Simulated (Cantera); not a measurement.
An adiabatic, constant-volume homogeneous reactor starts with CH₃OH : O₂ : N₂ = 1 : 0.714 : 2.69 (molar parts), equivalence ratio 2.1, at 1125 K and 101000 Pa. Integrator tolerance rtol = 1e-08.

Model: GRI-Mech 3.0 (53 species, 325 reactions), integrated in Cantera. GRI-Mech 3.0 was tuned for natural gas; its chemistry of methanol as a main component is partial and can be far from experiment.

Task: What does this change do: pressure from 101000 Pa to 29000 Pa?

Result: 
```json
[
 {"quantity": "time of steepest temperature rise", "before": "29.7 ms", "after": "92.2 ms"},
 {"quantity": "temperature at 0.500 s", "before": "2570 K", "after": "2528 K"},
 {"quantity": "equilibrium temperature", "before": "2570 K", "after": "2528 K"},
 {"quantity": "x(CH₃OH) at 0.500 s", "before": "<1e-12 (gas-phase equilibrium <1e-12)", "after": "<1e-12 (gas-phase equilibrium <1e-12)"},
 {"quantity": "x(O₂) at 0.500 s", "before": "5.83e-5 (gas-phase equilibrium 5.83e-5)", "after": "0.000138 (gas-phase equilibrium 0.000138)"},
 {"quantity": "x(HO₂) at 0.500 s", "before": "7.03e-8 (gas-phase equilibrium 7.03e-8)", "after": "8.74e-8 (gas-phase equilibrium 8.74e-8)"},
 {"quantity": "x(N₂O) at 0.500 s", "before": "2.49e-8 (gas-phase equilibrium 2.49e-8)", "after": "1.89e-8 (gas-phase equilibrium 1.89e-8)"},
 {"quantity": "x(CH₂CO) at 0.500 s", "before": "<1e-12 (gas-phase equilibrium <1e-12)", "after": "<1e-12 (gas-phase equilibrium <1e-12)"},
 {"quantity": "x(CO₂) at 0.500 s", "before": "0.0349 (gas-phase equilibrium 0.0349)", "after": "0.0351 (gas-phase equilibrium 0.0351)"}
]
```

Task: What does this change do: initial temperature 1125 to 1098 K?

Result: 
```
quantity                                                            before                                    after
---------------------------------  ---------------------------------------  ---------------------------------------
time of steepest temperature rise                                  29.7 ms                                  50.3 ms
temperature at 0.500 s                                              2570 K                                   2552 K
equilibrium temperature                                             2570 K                                   2552 K
x(CH₃OH) at 0.500 s                  <1e-12 (gas-phase equilibrium <1e-12)    <1e-12 (gas-phase equilibrium <1e-12)
x(O₂) at 0.500 s                   5.83e-5 (gas-phase equilibrium 5.83e-5)  4.85e-5 (gas-phase equilibrium 4.85e-5)
x(HO₂) at 0.500 s                  7.03e-8 (gas-phase equilibrium 7.03e-8)  5.88e-8 (gas-phase equilibrium 5.88e-8)
x(N₂O) at 0.500 s                  2.49e-8 (gas-phase equilibrium 2.49e-8)  2.22e-8 (gas-phase equilibrium 2.22e-8)
x(CH₂CO) at 0.500 s                  <1e-12 (gas-phase equilibrium <1e-12)    <1e-12 (gas-phase equilibrium <1e-12)
x(CO₂) at 0.500 s                    0.0349 (gas-phase equilibrium 0.0349)    0.0351 (gas-phase equilibrium 0.0351)
```

Task: What does this change do: initial temperature 1125 to 1500 K?

Result: 
```tsv
quantity	before	after
time of steepest temperature rise	29.7 ms	0.160 ms
temperature at 0.500 s	2570 K	2786 K
equilibrium temperature	2570 K	2786 K
x(CH₃OH) at 0.500 s	<1e-12 (gas-phase equilibrium <1e-12)	<1e-12 (gas-phase equilibrium <1e-12)
x(O₂) at 0.500 s	5.83e-5 (gas-phase equilibrium 5.83e-5)	0.000438 (gas-phase equilibrium 0.000438)
x(HO₂) at 0.500 s	7.03e-8 (gas-phase equilibrium 7.03e-8)	4.88e-7 (gas-phase equilibrium 4.88e-7)
x(N₂O) at 0.500 s	2.49e-8 (gas-phase equilibrium 2.49e-8)	8.59e-8 (gas-phase equilibrium 8.59e-8)
x(CH₂CO) at 0.500 s	<1e-12 (gas-phase equilibrium <1e-12)	<1e-12 (gas-phase equilibrium <1e-12)
x(CO₂) at 0.500 s	0.0349 (gas-phase equilibrium 0.0349)	0.0322 (gas-phase equilibrium 0.0322)
```
